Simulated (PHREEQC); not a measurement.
Metal-bearing waste water: speciation

Make-up at 69 °C: 0.087 mol/kgw MnSO4 and 0.00038 mol/kgw NaCl. Closed to the air; pH follows from the charge balance.

Equilibrium calculation in PHREEQC: ion-association model, wateq4f.dat.

Precipitation was switched off in this run.

**Question.** What pH, ionic strength does the model give?

**Answer.** pH 5.88; ionic strength 0.152 mol/kgw.

**Question.** In which forms is Na present?

**Answer.** Na+ 93 %, NaSO4- 6.6 % of the Na.

Species that the database lacks are ignored. Away from 25 °C the constants follow the database's enthalpies or fits; those with neither stay at their 25 °C values.
